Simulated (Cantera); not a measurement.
Charge: 1 mol trisilylamine, 0.38 mol NH₃, at 13300 Pa.

These are equilibrium values from Cantera (NASA tables, ideal gas, pure condensed phases), not measurements of a reactor. Candidate condensed phases: Si, Si₃N₄; 18 gas species. The feed counts by its element totals alone. Mutual solubility and eutectic melting of coexisting phases are not modelled. The tables' values for SiN are old estimates; treat these amounts as uncertain. Gases not in the tables: Si₂H₆ and higher silanes. The numbers say what is thermodynamically allowed, not how fast it happens.

log p: log10 of the partial pressure in bar; n: condensed amount in mol.

```json
[
 {"T (K)": "723", "log p H₂": "-0.88", "log p N₂": "<-12", "log p H": "<-12", "log p Si": "<-12", "log p SiH": "<-12", "log p SiH₂": "<-12", "log p Si₂N": "<-12", "n Si(s)": "1.97", "n Si₃N₄(s)": "0.345", "n Si(l)": "0"},
 {"T (K)": "923", "log p H₂": "-0.88", "log p N₂": "-12.41", "log p H": "-10.05", "log p Si": "<-12", "log p SiH": "<-12", "log p SiH₂": "-11.96", "log p Si₂N": "<-12", "n Si(s)": "1.97", "n Si₃N₄(s)": "0.345", "n Si(l)": "0"},
 {"T (K)": "1123", "log p H₂": "-0.88", "log p N₂": "-8.65", "log p H": "-7.81", "log p Si": "<-12", "log p SiH": "-12.22", "log p SiH₂": "?", "log p Si₂N": "<-12", "n Si(s)": "1.97", "n Si₃N₄(s)": "0.345", "n Si(l)": "0"},
 {"T (K)": "1323", "log p H₂": "-0.88", "log p N₂": "-6.04", "log p H": "-6.24", "log p Si": "-10.05", "log p SiH": "-9.62", "log p SiH₂": "?", "log p Si₂N": "-12.52", "n Si(s)": "1.97", "n Si₃N₄(s)": "0.345", "n Si(l)": "0"},
 {"T (K)": "1523", "log p H₂": "-0.88", "log p N₂": "-4.13", "log p H": "-5.07", "log p Si": "-7.74", "log p SiH": "-7.72", "log p SiH₂": "?", "log p Si₂N": "-9.55", "n Si(s)": "1.97", "n Si₃N₄(s)": "0.344", "n Si(l)": "0"},
 {"T (K)": "1723", "log p H₂": "-0.88", "log p N₂": "-2.63", "log p H": "-4.18", "log p Si": "-6.01", "log p SiH": "-6.29", "log p SiH₂": "?", "log p Si₂N": "-7.33", "n Si(s)": "0", "n Si₃N₄(s)": "0.299", "n Si(l)": "2.10"},
 {"T (K)": "1923", "log p H₂": "-0.93", "log p N₂": "-1.80", "log p H": "-3.49", "log p Si": "-4.77", "log p SiH": "-5.32", "log p SiH₂": "?", "log p Si₂N": "-6.02", "n Si(s)": "0", "n Si₃N₄(s)": "0", "n Si(l)": "3.00"},
 {"T (K)": "2123", "log p H₂": "-0.94", "log p N₂": "-1.80", "log p H": "-2.91", "log p Si": "-3.77", "log p SiH": "-4.52", "log p SiH₂": "?", "log p Si₂N": "-5.30", "n Si(s)": "0", "n Si₃N₄(s)": "0", "n Si(l)": "2.99"}
]
```

Q: Complete the blanks.

A: 
- 1123, log p SiH₂: -9.52
- 1323, log p SiH₂: -7.82
- 1523, log p SiH₂: -6.57
- 1723, log p SiH₂: -5.65
- 1923, log p SiH₂: -5.10
- 2123, log p SiH₂: -4.62
